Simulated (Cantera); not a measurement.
Feed: 1 mol SiH4, 0.015 mol C2H4, 210 mol H2, at 0.100 bar.

Cantera equilibrium calculation (NASA polynomials, part measured and part estimated; ideal gas, pure solids and liquids). Candidate condensed phases: C, C6H6, C7H8, C8H18, Si, SiC; 87 gas species. Mutual solubility and eutectic melting of coexisting phases are not modelled. Gases not in the tables: Si2H6 and higher silanes. Kinetics and transport are ignored.

x: gas mole fraction; n: condensed amount in mol.

```csv
T (°C),x H2,x H,x Si,x SiH,x SiH2,x Si2C,n Si(s),n SiC(s),n Si(l)
702,1.000,3.62e-9,<1e-12,<1e-12,4.45e-11,<1e-12,0.971,0.0292,0
802,1.000,4.64e-8,<1e-12,<1e-12,7.12e-10,<1e-12,0.971,0.0293,0
902,1.000,3.88e-7,5.35e-12,2.99e-11,7.10e-9,<1e-12,0.971,0.0294,0
1002,1.000,2.33e-6,1.93e-10,5.82e-10,4.94e-8,<1e-12,0.970,0.0295,0
1102,1.000,1.08e-5,4.11e-9,7.31e-9,2.58e-7,?,0.970,0.0295,0
1202,1.000,4.10e-5,5.75e-8,6.48e-8,1.08e-6,?,0.970,0.0296,0
1302,1.000,0.000131,5.74e-7,4.34e-7,3.76e-6,?,0.969,0.0296,0
1402,1.000,0.000367,4.34e-6,2.30e-6,1.12e-5,?,0.967,0.0296,0
1502,0.999,0.000915,2.20e-5,8.51e-6,2.50e-5,?,0,0.0295,0.958
1602,0.998,0.00207,9.06e-5,2.65e-5,4.96e-5,?,0,0.0291,0.934
1702,0.995,0.00432,0.000323,7.34e-5,9.15e-5,?,0,0.0271,0.864
1802,0.990,0.00838,0.00102,0.000184,0.000159,?,0,0.0185,0.668
1902,0.981,0.0153,0.00289,0.000420,0.000260,?,0,0,0.163
```

### Question
Complete the blanks.

### Answer

- 1102, x Si2C: 2.13e-12
- 1202, x Si2C: 7.17e-11
- 1302, x Si2C: 1.53e-9
- 1402, x Si2C: 2.25e-8
- 1502, x Si2C: 2.04e-7
- 1602, x Si2C: 1.41e-6
- 1702, x Si2C: 7.96e-6
- 1802, x Si2C: 3.79e-5
- 1902, x Si2C: 0.000112
